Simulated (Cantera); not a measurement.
A freely propagating, adiabatic, planar premixed flame of H2 : O2 : N2 = 1 : 0.893 : 2.41 (molar parts), unburnt at 575 K and 0.133 bar; mixture-averaged transport, grid criteria slope 0.08 and curve 0.16, no radiation.

Computed with Cantera and the H2/O2 subset of GRI-Mech 3.0, which has no nitrogen chemistry. Burning velocities carry a grid error of a few per cent, more on coarse grids. Lean hydrogen flames are cellular in practice and burn faster than this planar one.

What does this change do: H2 1 to 1.3 parts?


```csv
quantity,before,after
laminar burning velocity,491 cm/s,588 cm/s
thermal thickness,5.49 mm,5.60 mm
peak x(H),0.0540,0.0784
peak x(H2O2),2.12e-6,1.69e-6
peak x(HO2),7.38e-5,7.10e-5
peak x(O),0.0229,0.0244
```

What does this change do: inlet temperature 575 to 375 K?


```
quantity                    before     after
------------------------  --------  --------
laminar burning velocity  491 cm/s  222 cm/s
thermal thickness          5.49 mm   4.61 mm
peak x(H)                   0.0540    0.0406
peak x(H2O2)               2.12e-6   2.56e-5
peak x(HO2)                7.38e-5  0.000139
peak x(O)                   0.0229    0.0181
```
